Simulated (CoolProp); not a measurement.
cis-2-butene along the isotherm 133.95 °C: density (kg/m³) from the reference equation and from simpler models built on Tc = 162.6 °C, pc = 4236 kPa, ω = 0.202; each cubic takes its own stable root.

The numbers come from the reference Helmholtz-energy equation of state, Lemmon 2005 in CoolProp. It is a short technical equation, of lower accuracy than the large ones.

```
p (kPa)   phase  reference  van der Waals  Redlich-Kwong  Soave-Redlich-Kwong  Peng-Robinson
-------  ------  ---------  -------------  -------------  -------------------  -------------
2120        gas      48.58          44.76            [?]                47.63            [?]
4240     liquid      456.8          291.0          381.2                393.3          442.6
6350     liquid      473.1          315.2          408.7                  [?]            [?]
8470     liquid      485.4          330.4          428.2                435.6          488.6
10600    liquid      495.6            [?]          443.6                449.9          504.4
12700    liquid      504.1          350.7          456.2                461.8          517.4
14800    liquid      511.6          358.2          467.0                472.2            [?]
16900    liquid      518.3          364.7          476.6                481.3            [?]
19100    liquid      524.7          370.7          485.5                489.8          547.8
21200    liquid      530.2          375.8          493.1                497.2          555.8
```

Q: Some entries are withheld; supply them.

A: 
- 2120, Redlich-Kwong: 47.08
- 2120, Peng-Robinson: 48.89
- 6350, Soave-Redlich-Kwong: 417.6
- 6350, Peng-Robinson: 469.1
- 10600, van der Waals: 341.7
- 14800, Peng-Robinson: 528.6
- 16900, Peng-Robinson: 538.5
